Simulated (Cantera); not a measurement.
Charge: 1 mol C2H4, 1.7 mol CO2, 31 mol N2, 0.11 mol O2, at 2450 K and 18.0 bar.

Method: chemical equilibrium by Gibbs-energy minimisation in Cantera with the NASA 1993 tables (ideal gas, pure condensed phases). Candidate condensed phases: C, C6H6, C7H8, C8H18, H2O; 136 gas species. Equilibrium is a limit: real reactors are often held back by kinetics, nucleation or transport.

Base state: N2 0.845, CO 0.0988, H2 0.0529, HCN 0.00196, H 0.00109, HNC 0.000217, H2O 1.74e-5, C2H2 (acetylene) 1.02e-5 (mole fractions); condensed: gas only.

Task: What changes in the equilibrium state with this change: temperature from 2450 K to 1448 K?

Result: 
```csv
species,before,after
N2,0.845,0.847
CO,0.0988,0.0983
H2,0.0529,0.0540
HCN,0.00196,0.000155
H,0.00109,5.05e-7
CH4,1.22e-6,0.000175
HNC,0.000217,2.19e-6
"C(graphite), mol",0,0.0835
```
